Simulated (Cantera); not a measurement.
A perfectly stirred reactor is fed with NO : N2 = 1 : 0.16 (molar parts), at 20.0 Torr; it is held at 1550 K, and followed from long to short residence time.

Computed with Cantera and GRI-Mech 3.0 (53 species, 325 reactions). Radical loss at walls, strong at low pressure, is not modelled.

Question: What does this change do: temperature 1550 to 1973 K?

Answer: 
| quantity | before | after |
|---|---|---|
| x(NO) at τ = 1.10 s | 0.861 | 0.781 |
| x(N2) at τ = 1.10 s | 0.138 | 0.178 |
| x(N2O) at τ = 1.10 s | 0.000146 | 0.000195 |
| x(O2) at τ = 1.10 s | 0.000274 | 0.0398 |
| x(O) at τ = 1.10 s | 4.52e-6 | 0.000854 |
| x(NO) at τ = 31.0 ms | 0.862 | 0.860 |
| x(N2) at τ = 31.0 ms | 0.138 | 0.139 |
| x(N2O) at τ = 31.0 ms | 1.01e-5 | 0.000193 |
| x(O2) at τ = 31.0 ms | 6.48e-7 | 0.000600 |
| x(O) at τ = 31.0 ms | 2.37e-6 | 0.000360 |
